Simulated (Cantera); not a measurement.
Input: 1 mol SiH4, 0.61 mol Cl2, 15 mol H2, held at 525 Torr.

Equilibrium computed with Cantera from the NASA thermochemical tables; the gas is ideal and each condensed phase is pure. Candidate condensed phases: Si; 19 gas species. Gases not in the tables: Si2H6 and higher silanes. Kinetics and transport are ignored.

Q: Which condensed phases are stable at each of these points (T (K)): 873, 973, 1073, 1173, 1273, 1373, 1473, 1573, 1673, 1773?

A: 
```
T (K)  condensed phases  Si condensed (%)
-----  ----------------  ----------------
873               Si(s)              65.5
973               Si(s)              67.3
1073              Si(s)              70.3
1173              Si(s)              74.5
1273              Si(s)              78.8
1373              Si(s)              81.7
1473              Si(s)              82.8
1573              Si(s)              83.0
1673              Si(s)              82.7
1773              Si(l)              83.9
```

From 873 K to 1673 K the condensed part is Si(s). At 1773 K the condensed part is Si(l).
